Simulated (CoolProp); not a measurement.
Saturation properties of ethanol.

Computed with CoolProp (reference Helmholtz-energy equation of state, Schroeder 2014).

```csv
T (°C),p (MPa),enthalpy of vaporisation (kJ/kg),liquid cp (kJ/(kg K)),surface tension (mN/m)
133.45,0.6321,734.9,…,11.3
138.05,0.7177,722.7,3.669,10.8
142.75,0.8142,…,3.734,…
147.45,0.9205,696.2,…,9.85
152.15,1.037,682.2,…,…
156.75,1.162,668.0,3.924,8.92
161.45,1.302,653.0,3.987,8.44
166.15,…,637.4,4.051,7.96
```

Question: What belongs in the gaps?

Answer: 
- 133.45, liquid cp (kJ/(kg K)): 3.606
- 142.75, enthalpy of vaporisation (kJ/kg): 709.7
- 142.75, surface tension (mN/m): 10.3
- 147.45, liquid cp (kJ/(kg K)): 3.798
- 152.15, liquid cp (kJ/(kg K)): 3.862
- 152.15, surface tension (mN/m): 9.38
- 166.15, p (MPa): 1.454

It boils at 78.4 °C under 1 atm.

Surface tension comes from a separate correlation (Mulero 2012).
